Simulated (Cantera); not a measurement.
Input: 1 mol c-C4F8, held at 1448 K and 0.190 bar.

Method: chemical equilibrium by Gibbs-energy minimisation in Cantera with the NASA 1993 tables (ideal gas, pure condensed phases). Candidate condensed phases: C; 13 gas species. The feed counts by its element totals alone. Gases not in the tables: C2F6 and larger saturated fluorocarbons. The numbers say what is thermodynamically allowed, not how fast it happens.

Problem. What is the equilibrium state?

Solution. 
| Property | Value |
|---|---|
| x(CF4) | 1.000 |
| x(CF2) | 4.38e-5 |
| x(CF3) | 2.47e-5 |
| x(F) | 2.75e-6 |
| n(C(graphite)) | 2.00 mol |
| gas amount | 2.000 mol |
